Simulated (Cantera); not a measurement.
Thermodynamics of carbothermic reduction, feed Fe3O4 + CH4 + N2

A closed system holds: 1 mol Fe3O4, 2 mol CH4, a varied amount of N2, at 135 Torr.

Cantera equilibrium calculation (NASA polynomials, part measured and part estimated; ideal gas, pure solids and liquids). Candidate condensed phases: C, C6H6, C7H8, C8H18, Fe, Fe(CO)5, FeO, Fe(OH)2, Fe(OH)3, Fe2O3, Fe3O4, H2O; 140 gas species. Each liquid is taken as pure. Mutual solubility and eutectic melting of coexisting phases are not modelled. The tables' stoichiometric FeO is somewhat more stable than real wüstite, so its field is too wide. FeO: taken at fixed stoichiometry. Rates play no part.

Stable condensed phases:

```
T in K \ n(N2) in mol
         0.17 0.24 0.34 0.48 0.68 0.96  1.3  1.9  2.7  3.8  5.4  7.6
   2573     A    A    A    A    A    A    A    A    A    A    A    B
   2523     C    C    C    C    C    C    C    C    C    A    A    A
   2473     C    C    C    C    C    C    C    C    C    C    C    C
   2423     C    C    C    C    C    C    C    C    C    C    C    C
   2373     C    C    C    C    C    C    C    C    C    C    C    C
   2323     C    C    C    C    C    C    C    C    C    C    C    C
   2273     C    C    C    C    C    C    C    C    C    C    C    C
   2223     C    C    C    C    C    C    C    C    C    C    C    C
   2173     C    C    C    C    C    C    C    C    C    C    C    C
```

A: FeO; B: gas only; C: Fe + FeO.
